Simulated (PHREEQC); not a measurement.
Make-up at 25 °C: 0.26 mol Cu(NO3)2 per kg of water. Closed to the air; pH follows from the charge balance.

Computed with PHREEQC (ion-association model, wateq4f.dat).

No solid was allowed to form.

### Question
Predict the pH, activity of water.

### Answer
pH 4.05; activity of water 0.987.

The ionic strength is past about 0.7 mol/kgw, beyond the range of this activity model, so the values are rough. Complexes and solids missing from the database can't appear.
